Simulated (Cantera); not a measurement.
## Tantalum, niobium, vanadium and zirconium in process gases: Zr + NH3

Feed: 1 mol Zr, a varied amount of NH3, held at 1950 °C and 100000 Pa.

Equilibrium computed with Cantera from the NASA thermochemical tables; the gas is ideal and each condensed phase is pure. Candidate condensed phases: Zr, ZrN; 11 gas species. Mutual solubility and eutectic melting of coexisting phases are not modelled. ZrN: taken at fixed stoichiometry. Condensed phases not in the tables: N, O or C dissolved in the metal. Kinetics and transport are ignored.

| n(NH3) (mol) | x H2 | x N2 | x H | x NH3 | x NH2 | x Zr | x NH | n Zr(l) | n ZrN(s) |
|---|---|---|---|---|---|---|---|---|---|
| 0.16 | 0.994 | 2.53e-8 | 0.00639 | 2.27e-9 | 5.57e-11 | 8.75e-8 | 7.16e-12 | 0.840 | 0.160 |
| 0.38 | 0.994 | 2.53e-8 | 0.00639 | 2.27e-9 | 5.57e-11 | 8.75e-8 | 7.16e-12 | 0.620 | 0.380 |
| 0.6 | 0.994 | 2.53e-8 | 0.00639 | 2.27e-9 | 5.57e-11 | 8.75e-8 | 7.16e-12 | 0.400 | 0.600 |
| 0.82 | 0.994 | 2.53e-8 | 0.00639 | 2.27e-9 | 5.57e-11 | 8.75e-8 | 7.16e-12 | 0.180 | 0.820 |
| 1 | 0.994 | 3.55e-8 | 0.00639 | 2.69e-9 | 6.60e-11 | 7.38e-8 | 8.49e-12 | 0 | 1.00 |
| 1.3 | 0.923 | 0.0712 | 0.00615 | 3.40e-6 | 8.68e-8 | 5.21e-11 | 1.16e-8 | 0 | 1.00 |
| 1.5 | 0.894 | 0.0997 | 0.00606 | 3.84e-6 | 9.96e-8 | 4.41e-11 | 1.35e-8 | 0 | 1.00 |
| 1.7 | 0.874 | 0.120 | 0.00599 | 4.08e-6 | 1.07e-7 | 4.01e-11 | 1.46e-8 | 0 | 1.00 |
x: gas mole fraction; n: condensed amount in mol.

From 0.16 mol NH3 to 0.82 mol NH3 the condensed part is Zr(l) + ZrN(s). From 1 mol NH3 to 1.7 mol NH3 the condensed part is ZrN(s).
